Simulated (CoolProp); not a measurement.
Saturation properties of R236EA (Tc = 412.4 K, pc = 3.414 MPa, ω = 0.368).

Computed with CoolProp (reference Helmholtz-energy equation of state, Rui 2013).

```json
[
 {"T (K)": "299.4", "p (MPa)": "0.2151", "liquid cp (kJ/(kg K))": "1.261", "surface tension (mN/m)": "11.8", "liquid viscosity (µPa s)": "376", "vapour viscosity (µPa s)": "10.9"},
 {"T (K)": "302.7", "p (MPa)": "0.2407", "liquid cp (kJ/(kg K))": "1.266", "surface tension (mN/m)": "11.4", "liquid viscosity (µPa s)": "360", "vapour viscosity (µPa s)": "11.0"},
 {"T (K)": "306", "p (MPa)": "0.2685", "liquid cp (kJ/(kg K))": "1.272", "surface tension (mN/m)": "11.0", "liquid viscosity (µPa s)": "344", "vapour viscosity (µPa s)": "11.1"},
 {"T (K)": "309.4", "p (MPa)": "0.2998", "liquid cp (kJ/(kg K))": "1.278", "surface tension (mN/m)": "10.5", "liquid viscosity (µPa s)": "329", "vapour viscosity (µPa s)": "11.2"},
 {"T (K)": "312.7", "p (MPa)": "0.3327", "liquid cp (kJ/(kg K))": "1.285", "surface tension (mN/m)": "10.1", "liquid viscosity (µPa s)": "315", "vapour viscosity (µPa s)": "11.3"},
 {"T (K)": "316", "p (MPa)": "0.3684", "liquid cp (kJ/(kg K))": "1.292", "surface tension (mN/m)": "9.68", "liquid viscosity (µPa s)": "302", "vapour viscosity (µPa s)": "11.5"},
 {"T (K)": "319.3", "p (MPa)": "0.4068", "liquid cp (kJ/(kg K))": "1.300", "surface tension (mN/m)": "9.27", "liquid viscosity (µPa s)": "289", "vapour viscosity (µPa s)": "11.6"},
 {"T (K)": "322.6", "p (MPa)": "0.4483", "liquid cp (kJ/(kg K))": "1.307", "surface tension (mN/m)": "8.85", "liquid viscosity (µPa s)": "277", "vapour viscosity (µPa s)": "11.7"},
 {"T (K)": "325.9", "p (MPa)": "0.4929", "liquid cp (kJ/(kg K))": "1.316", "surface tension (mN/m)": "8.44", "liquid viscosity (µPa s)": "265", "vapour viscosity (µPa s)": "11.8"},
 {"T (K)": "329.2", "p (MPa)": "0.5408", "liquid cp (kJ/(kg K))": "1.325", "surface tension (mN/m)": "8.03", "liquid viscosity (µPa s)": "254", "vapour viscosity (µPa s)": "11.9"},
 {"T (K)": "332.5", "p (MPa)": "0.5921", "liquid cp (kJ/(kg K))": "1.334", "surface tension (mN/m)": "7.63", "liquid viscosity (µPa s)": "244", "vapour viscosity (µPa s)": "12.1"},
 {"T (K)": "335.8", "p (MPa)": "0.6471", "liquid cp (kJ/(kg K))": "1.344", "surface tension (mN/m)": "7.23", "liquid viscosity (µPa s)": "234", "vapour viscosity (µPa s)": "12.2"},
 {"T (K)": "339.2", "p (MPa)": "0.7077", "liquid cp (kJ/(kg K))": "1.356", "surface tension (mN/m)": "6.83", "liquid viscosity (µPa s)": "224", "vapour viscosity (µPa s)": "12.3"},
 {"T (K)": "342.5", "p (MPa)": "0.7704", "liquid cp (kJ/(kg K))": "1.367", "surface tension (mN/m)": "6.44", "liquid viscosity (µPa s)": "214", "vapour viscosity (µPa s)": "12.5"}
]
```

It boils at 279.3 K under 1 atm.

Viscosity comes from a separate model (Huber 2003), an estimate that may be off by 10 % or more. Surface tension comes from a separate correlation (Mulero 2012).
